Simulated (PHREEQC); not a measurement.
Dissolve 1.2 mmol/kgw Cu(BF4)2, 1.2 mmol/kgw HCl and 21 mmol/kgw Na2SO4 at 25 °C. Closed to the air; pH follows from the charge balance.

Equilibrium calculation in PHREEQC: ion-association model, phreeqc.dat.

No solid was allowed to form.

Q: Estimate the pH.

A: pH 2.99.

Q: In which forms is S present?

A: SO4-2 86 %, NaSO4- 7.5 %, HSO4- 4.6 %, CuSO4 2.4 % of the S.

Species that the database lacks are ignored. Real BF4- forms and hydrolyses slowly; the run takes it at equilibrium.
